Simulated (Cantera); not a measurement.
Charge: 1 mol Si, 6.3 mol HF, held at 1175 K and 20.0 mbar.

Cantera equilibrium calculation (NASA polynomials, part measured and part estimated; ideal gas, pure solids and liquids). Candidate condensed phases: Si; 25 gas species. Equilibrium is a limit: real reactors are often held back by kinetics, nucleation or transport.

Q: What is the equilibrium state?

A: 
```
Property                             Result
--------------------------------  ---------
x(HF)                                 0.434
x(H₂)                                 0.377
x(SiF₄)                               0.189
x(SiHF₃)                            4.04e-6
x(SiF₃)                             2.35e-6
gas amount                        5.300 mol
log10 activity of Si(s) (absent)     -13.09
```
